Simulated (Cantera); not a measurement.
An isothermal, constant-pressure homogeneous reactor starts with H2 : O2 = 0.0094 : 1 (molar parts), equivalence ratio 0.0047, at 1275 K and 730 Pa.

Cantera simulation using the H2/O2 subset of GRI-Mech 3.0, which has no nitrogen chemistry; the numbers are that mechanism's predictions, not measurements. Radical loss at walls, strong at low pressure, is not modelled.

x: mole fraction; the columns are a selection and need not sum to one.

```
t (s)           x H2   x O2         x H       x H2O         x O        x OH
--------  ----------  -----  ----------  ----------  ----------  ----------
4.00e-6      0.00931  0.991    6.80e-11      <1e-12    2.47e-12    2.47e-12
1.72e-5      0.00931  0.991    2.61e-10      <1e-12    4.22e-11    4.20e-11
7.39e-5      0.00931  0.991    7.47e-10    2.71e-11    5.82e-10    5.70e-10
0.000317     0.00931  0.991     1.46e-9     1.12e-9     5.25e-9     4.82e-9
0.00136      0.00931  0.991     6.58e-9     4.00e-8     5.74e-8     4.56e-8
0.00586      0.00929  0.991  (withheld)  (withheld)  (withheld)  (withheld)
0.0252       3.79e-5  0.982    0.000326     0.00865     0.00813    0.000927
0.108        3.29e-5  0.983    0.000282     0.00870     0.00743    0.000878
0.465        2.34e-5  0.985    0.000167     0.00885     0.00521    0.000742
2.00      (withheld)  0.989  (withheld)     0.00910  (withheld)  (withheld)
```

Question: Complete the blanks.

Answer: 
- 0.00586, x H: 1.56e-6
- 0.00586, x H2O: 1.78e-5
- 0.00586, x O: 1.64e-5
- 0.00586, x OH: 1.23e-5
- 2.00, x H2: 8.18e-6
- 2.00, x H: 3.36e-5
- 2.00, x O: 0.00178
- 2.00, x OH: 0.000439
